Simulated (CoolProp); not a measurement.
Vapour-liquid equilibrium of o-xylene (1) + n-decane (2) at 0.0937 MPa; x and y are mole fractions of (1).

Model: multi-fluid Helmholtz-energy mixture model, Zhou 2012 and Lemmon 2006; pair parameters Bell 2016, in CoolProp.

### Question
Give the bubble temperature and the first vapour's composition at x = 0.25, 0.35, 0.55. Is there an azeotrope?

### Answer
x = 0.25: 435.0 K, y = 0.406; x = 0.35: 431.6 K, y = 0.528; x = 0.55: 425.6 K, y = 0.722. No azeotrope shows between x = 0.05 and 0.95.

Pair parameters are fitted to limited data, so mixtures are less certain than the pure fluids.
